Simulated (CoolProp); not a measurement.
Vapour-liquid equilibrium of cyclohexane (1) + m-xylene (2) at 0.234 MPa; x and y are mole fractions of (1).

The numbers come from the multi-fluid Helmholtz-energy mixture model, Zhou 2014 and Zhou 2012; pair parameters Bell 2016 in CoolProp.

```csv
x,bubble temperature (K),y at the bubble point,dew temperature at overall composition x (K),liquid density (mol/L)
0.05,439.7,0.175,444.6,6.875
0.15,428.2,0.426,440.7,7.046
0.25,419.0,0.589,436.5,7.199
0.35,411.7,0.699,431.9,7.339
0.45,405.7,0.777,426.9,7.470
0.55,400.7,0.836,421.3,7.595
0.65,396.4,0.882,415.1,7.719
0.75,392.7,0.920,407.8,7.843
0.85,389.3,0.954,399.4,7.969
0.95,386.1,0.985,389.7,8.100
```

No azeotrope shows between x = 0.05 and 0.95.

The pair parameters rest on a limited set of measurements; away from them the model extrapolates.
